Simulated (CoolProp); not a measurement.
n-pentane along the isotherm 620 K: density (kg/m³) from the reference equation and from simpler models built on Tc = 469.7 K, pc = 3368 kPa, ω = 0.251; each cubic takes its own stable root.

The numbers come from the reference Helmholtz-energy equation of state, Thol 2019 in CoolProp.

| p (kPa) | phase | reference |
|---|---|---|
| 105 | gas | 1.475 |
| 210 | gas | 2.963 |
| 316 | gas | 4.476 |
| 421 | gas | 5.988 |
| 526 | gas | 7.511 |
| 631 | gas | 9.048 |
| 737 | gas | 10.61 |
| 842 | gas | 12.17 |
| 947 | gas | 13.75 |
| 1050 | gas | 15.30 |
| 1160 | gas | 16.98 |
| 1260 | gas | 18.52 |
| 1370 | gas | 20.22 |
| 1470 | gas | 21.78 |
| 1580 | gas | 23.52 |
| 1680 | gas | 25.11 |

### Question
How far does each simpler model (ideal gas, Redlich-Kwong) lie from the reference over these 16 states: mean and median of the absolute difference, and the worst?

### Answer
- ideal gas: mean 3.4 %, median 3.4 %, worst -6.4 % at 620 K and 1680 kPa
- Redlich-Kwong: mean 0.6 %, median 0.6 %, worst +1.2 % at 620 K and 1680 kPa
